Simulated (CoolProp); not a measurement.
Vapour-liquid equilibrium of toluene (1) + n-decane (2) at 1.36 bar; x and y are mole fractions of (1).

Computed with CoolProp (multi-fluid Helmholtz-energy mixture model, Lemmon 2006 and Lemmon 2006; pair parameters Bell 2016).

Task: Give the bubble temperature and the first vapour's composition at x = 0.05, 0.5, 0.95. Is there an azeotrope?

Result: x = 0.05: 453.2 K, y = 0.171; x = 0.5: 414.1 K, y = 0.841; x = 0.95: 396.0 K, y = 0.989. No azeotrope shows between x = 0.05 and 0.95.

The pair parameters rest on a limited set of measurements; away from them the model extrapolates. The gap from Raoult's law changes sign with composition, which may be real or a fault of the pair parameters; it wasn't checked against measurements.
